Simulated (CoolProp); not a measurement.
Methanol along the isotherm 620 K: density (kg/m³) from the reference equation and from simpler models built on Tc = 513.4 K, pc = 82.16 bar, ω = 0.565; each cubic takes its own stable root.

Values from CoolProp's reference Helmholtz-energy equation of state, de Reuck 1993.

```json
[
 {"p (bar)": "0.39", "phase": "gas", "reference": "0.2426", "ideal gas": "0.2424", "Redlich-Kwong": "0.2426", "Peng-Robinson": "0.2426"},
 {"p (bar)": "0.658", "phase": "gas", "reference": "0.4095", "ideal gas": "0.4090", "Redlich-Kwong": "0.4096", "Peng-Robinson": "0.4096"},
 {"p (bar)": "1.11", "phase": "gas", "reference": "0.6915", "ideal gas": "0.6900", "Redlich-Kwong": "0.6918", "Peng-Robinson": "0.6916"},
 {"p (bar)": "1.87", "phase": "gas", "reference": "1.167", "ideal gas": "1.162", "Redlich-Kwong": "1.168", "Peng-Robinson": "1.167"},
 {"p (bar)": "3.16", "phase": "gas", "reference": "1.977", "ideal gas": "1.964", "Redlich-Kwong": "1.979", "Peng-Robinson": "1.978"},
 {"p (bar)": "5.33", "phase": "gas", "reference": "3.349", "ideal gas": "3.313", "Redlich-Kwong": "3.356", "Peng-Robinson": "3.352"},
 {"p (bar)": "9", "phase": "gas", "reference": "5.698", "ideal gas": "5.594", "Redlich-Kwong": "5.717", "Peng-Robinson": "5.707"},
 {"p (bar)": "15.2", "phase": "gas", "reference": "9.753", "ideal gas": "[?]", "Redlich-Kwong": "9.806", "Peng-Robinson": "9.775"},
 {"p (bar)": "25.6", "phase": "gas", "reference": "[?]", "ideal gas": "15.91", "Redlich-Kwong": "16.97", "Peng-Robinson": "16.86"},
 {"p (bar)": "43.3", "phase": "gas", "reference": "29.65", "ideal gas": "26.91", "Redlich-Kwong": "30.13", "Peng-Robinson": "29.71"},
 {"p (bar)": "73", "phase": "gas", "reference": "53.77", "ideal gas": "[?]", "Redlich-Kwong": "[?]", "Peng-Robinson": "53.76"},
 {"p (bar)": "123", "phase": "supercritical", "reference": "103.3", "ideal gas": "76.45", "Redlich-Kwong": "112.3", "Peng-Robinson": "[?]"}
]
```

Question: What belongs in the gaps?

Answer: 
- 15.2, ideal gas: 9.448
- 25.6, reference: 16.81
- 73, ideal gas: 45.38
- 73, Redlich-Kwong: 55.66
- 123, Peng-Robinson: 101.5
